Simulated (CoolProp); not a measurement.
Model: reference Helmholtz-energy equation of state, Gao 2022, in CoolProp.

Q: Give the vapour pressure (MPa), liquid density (kg/m³), vapour density (kg/m³), enthalpy of vaporisation (kJ/kg) of saturated n-perfluorobutane at 311.5 K.

A: 
```csv
T (K),p (MPa),liquid density (kg/m³),vapour density (kg/m³),enthalpy of vaporisation (kJ/kg)
311.5,0.402,1440,42.5,82.8
```
